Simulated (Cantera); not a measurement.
Charge: 1 mol C₃H₆, 0.11 mol O₂, 7.4 mol H₂, at 0.133 bar.

Cantera equilibrium calculation (NASA polynomials, part measured and part estimated; ideal gas, pure solids and liquids). Candidate condensed phases: C, C₆H₆, C₇H₈, C₈H₁₈, H₂O; 110 gas species. Equilibrium is a limit: real reactors are often held back by kinetics, nucleation or transport. All values below are at 2075 K.

Base state: H₂ 0.971, CO 0.0206, H 0.00719, C₂H₂ (acetylene) 0.00120, CH₄ 4.40e-5 (mole fractions); condensed: C(graphite).

### Question
What changes in the equilibrium state with this change: 1.5 mol H₂S added?

### Answer
```
species           before    after
----------------  ------  -------
H₂                 0.971    0.890
CS                     0   0.0357
CS₂                    0   0.0241
H₂S                    0   0.0121
CO                0.0206   0.0168
SH                     0  0.00606
S₂                     0  0.00586
C(graphite), mol    2.75     1.97
```
Further candidate phases: H₂SO₄, S.
